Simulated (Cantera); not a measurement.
An adiabatic, constant-pressure homogeneous reactor starts with 3.85 % CH4, 0.165 % C2H6, 20.2 % O2, 75.8 % N2, equivalence ratio 0.41, at 1425 K and 2.27 atm.

Cantera simulation using GRI-Mech 3.0 (53 species, 325 reactions); the numbers are that mechanism's predictions, not measurements.

**Question.** Predict: time of steepest temperature rise; temperature at 5.00 s; equilibrium temperature; x(O2) at 5.00 s; x(NO) at 5.00 s.

**Answer.** 
| Property | Result |
|---|---|
| time of steepest temperature rise | 0.421 ms |
| temperature at 5.00 s | 2248 K |
| equilibrium temperature | 2248 K |
| x(O2) at 5.00 s | 0.113 (gas-phase equilibrium 0.113) |
| x(NO) at 5.00 s | 0.0101 (gas-phase equilibrium 0.0101) |
